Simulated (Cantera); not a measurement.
A jet of CH4 : O2 : N2 = 0.034 : 0.11 : 0.79 (molar parts), equivalence ratio 0.62 at 300 K and 0.148 atm hits a platinum plate 6.3 cm away at a mass flux of 0.12 kg/m²/s; the plate temperature is set and raised in steps from an oxygen-covered start.

Model: Deutschmann's 1995 Pt surface mechanism with GRI-Mech 3.0 gas chemistry, integrated in Cantera. Catalytic surfaces can have several steady states; this one follows from the mechanism file's or the stated starting coverage.

One state of this run: wall x CH4 = 0.00526; wall x O2 = 0.0519; wall x H2O = 0.0574; wall x OH = 2.36e-6; wall x CO = 8.68e-6; wall x CO2 = 0.0379; θ free Pt = 0.544; θ O* = 0.455; θ OH* = 0.00132. x: mole fraction at the wall; θ: surface coverage.

Which value of plate T (K) does it belong to?
A) 950
B) 1150
C) 1100
D) 1050

B, 1150
